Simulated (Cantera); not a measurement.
Input (Python, Cantera):

```python
import numpy as np
import cantera as ct

gas = ct.Solution("gri30.yaml")


def delay(T, t_max=10):
    gas.TPX = T, 1000000, {'CH4': 1, 'O2': 0.71, 'N2': 4.7}
    reactor = ct.IdealGasReactor(gas, clone=False)
    net = ct.ReactorNet([reactor])
    net.rtol, net.atol = 1e-8, 1e-16
    while net.time < t_max:
        t_old, T_old = net.time, reactor.T
        net.step()
        if reactor.T > T + 400:  # ignition: a rise of 400 K
            return t_old + (T + 400 - T_old) / (reactor.T - T_old) * (net.time - t_old)
    return np.nan


taus = []
for T in [1098, 1198, 1298, 1398, 1498, 1598]:
    taus.append(delay(T))
    print(f"T0 = {T:6g} K   tau = {taus[-1]:.4e} s")
```

Result:

```
T0 =   1098 K   tau = 4.9562e-02 s
T0 =   1198 K   tau = 1.3600e-02 s
T0 =   1298 K   tau = 4.1953e-03 s
T0 =   1398 K   tau = 1.4020e-03 s
T0 =   1498 K   tau = 4.9317e-04 s
T0 =   1598 K   tau = 1.8198e-04 s
```

Cantera simulation using GRI-Mech 3.0 (53 species, 325 reactions); the numbers are that mechanism's predictions, not measurements.
